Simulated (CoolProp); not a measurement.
Vapour pressure (MPa) of ammonia: the reference equation beside estimates from Tc = 405.6 K, pc = 11.36 MPa, ω = 0.256. Clausius-Clapeyron is anchored at 208.2 K with a constant enthalpy of vaporisation of 24.81 kJ/mol.

Values from CoolProp's reference Helmholtz-energy equation of state, Gao 2020.

```tsv
T (K)	reference	Clausius-Clapeyron	van der Waals	Redlich-Kwong
208.2	0.01563	0.01563	0.3767	0.03672
217.3	0.02853	0.02848	0.4972	0.06371
226.3	0.04900	0.04918	0.6408	0.1040
235.4	0.08071	0.08188	0.8130	0.1628
244.4	0.1268	0.1306	1.012	0.2436
253.4	0.1921	0.2015	1.242	0.3517
262.5	0.2830	0.3031	1.509	0.4944
271.5	0.4034	0.4419	1.807	0.6738
280.6	0.5625	0.6311	2.146	0.8998
```

Absolute difference from the reference over all 9 rows, mean and median: Clausius-Clapeyron 4.3 and 3.0 %, van der Waals 930.6 and 698.1 %, Redlich-Kwong 94.3 and 92.1 %.
